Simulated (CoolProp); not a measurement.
200 sccm (0 °C, 1 atm) of nitrogen bubbles through liquid octamethylcyclotetrasiloxane (D4) at 361.7 K and leaves saturated at a total pressure of 0.0478 MPa (ideal gas phase). Each further row changes one setting.

The numbers come from the reference Helmholtz-energy equation of state, Thol 2015 in CoolProp.

```json
[
 {"case": "as stated", "vapour pressure (kPa)": "5.35", "mole fraction of vapour": "0.112", "delivery (mg/min)": "333", "delivery (sccm)": "25.2", "change of delivery for a bath 1 K warmer (%)": "5.2"},
 {"case": "bath temperature 366.7 K", "vapour pressure (kPa)": "6.66", "mole fraction of vapour": "0.139", "delivery (mg/min)": "428", "delivery (sccm)": "32.4", "change of delivery for a bath 1 K warmer (%)": "5.1"},
 {"case": "total pressure 0.0956 MPa", "vapour pressure (kPa)": "5.35", "mole fraction of vapour": "0.0559", "delivery (mg/min)": "157", "delivery (sccm)": "11.8", "change of delivery for a bath 1 K warmer (%)": "4.8"}
]
```
